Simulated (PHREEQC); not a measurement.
Synthetic water in mg/L, 59 °C, pH 6.8, pe 8.7:

| constituent | mg/L |
|---|---|
| Na | 0.86 |
| K | 3.36 |
| Ca | 6.94 |
| Mg | 2.99 |
| Cl | 8.89 |
| S(6) as SO4 | 13.8 |
| Alkalinity as HCO3 | 10.7 |
| Sr | 0.0121 |
| B | 0.12 |

Cl is adjusted to close the charge balance.
Valence states are taken as typed.

Computed with PHREEQC (ion-association model, phreeqc.dat).

No solid was allowed to form.

Question: Order these C species by the share of C that they hold, largest first: MgHCO3+, CaHCO3+, HCO3-, CO2.

Answer: HCO3- (77 %), CO2 (23 %), CaHCO3+ (0.19 %), MgHCO3+ (0.12 %)

The pH is 6.80 and the ionic strength 0.00112 mol/kgw. Complexes and solids missing from the database can't appear. Away from 25 °C the constants follow the database's enthalpies or fits; those with neither stay at their 25 °C values.
